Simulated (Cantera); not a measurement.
What does this Cantera script print?

```python
import numpy as np
import cantera as ct

gas = ct.Solution("h2o2.yaml")
gas.TPX = 1325, 13332, {'H2': 1.8, 'O2': 1, 'N2': 2.6}
inlet = ct.Reservoir(gas, clone=True)

reactor = ct.IdealGasConstPressureReactor(gas, energy="off", clone=False)
exhaust = ct.Reservoir(gas, clone=True)
tau = [3, 1.4, 0.62, 0.28, 0.13, 0.059, 0.027, 0.012, 0.0056, 0.0025][0]
for a, b in ((inlet, reactor), (reactor, exhaust)):
    ct.MassFlowController(a, b, mdot=lambda t: reactor.mass / tau)
net = ct.ReactorNet([reactor])
show = ['H2', 'O2', 'OH', 'H', 'H2O']

rows = []
print(f"{'tau/s':>10s}{'T/K':>9s}" + "".join(f"{s:>11s}" for s in show))
for tau in [3, 1.4, 0.62, 0.28, 0.13, 0.059, 0.027, 0.012, 0.0056, 0.0025]:
    net.initial_time = 0.0
    net.advance(30 * tau)
    before = gas.X
    net.advance(40 * tau)
    drift = np.max(np.abs(gas.X - before) / (gas.X + 1e-9))
    rows.append([gas.T, *gas[show].X, drift])
    print(f"{tau:10.3e}{gas.T:9.1f}" + "".join(f"{x:11.3e}" for x in gas[show].X))
```

Output:

```
     tau/s      T/K         H2         O2         OH          H        H2O
 3.000e+00   1325.0  7.765e-04  2.241e-02  6.755e-04  8.403e-05  3.986e-01
 1.400e+00   1325.0  1.277e-03  2.260e-02  8.723e-04  1.788e-04  3.978e-01
 6.200e-01   1325.0  2.151e-03  2.296e-02  1.145e-03  3.962e-04  3.964e-01
 2.800e-01   1325.0  3.523e-03  2.356e-02  1.489e-03  8.470e-04  3.941e-01
 1.300e-01   1325.0  5.556e-03  2.453e-02  1.911e-03  1.724e-03  3.907e-01
 5.900e-02   1325.0  8.632e-03  2.608e-02  2.458e-03  3.476e-03  3.852e-01
 2.700e-02   1325.0  1.290e-02  2.840e-02  3.131e-03  6.698e-03  3.769e-01
 1.200e-02   1325.0  1.876e-02  3.185e-02  3.984e-03  1.264e-02  3.644e-01
 5.600e-03   1325.0  2.563e-02  3.627e-02  4.933e-03  2.190e-02  3.479e-01
 2.500e-03   1325.0  3.412e-02  4.229e-02  6.068e-03  3.705e-02  3.243e-01
```

Cantera simulation using the H2/O2 subset of GRI-Mech 3.0, which has no nitrogen chemistry; the numbers are that mechanism's predictions, not measurements. The temperature is held fixed by assumption; the heat of reaction is taken as removed at once.
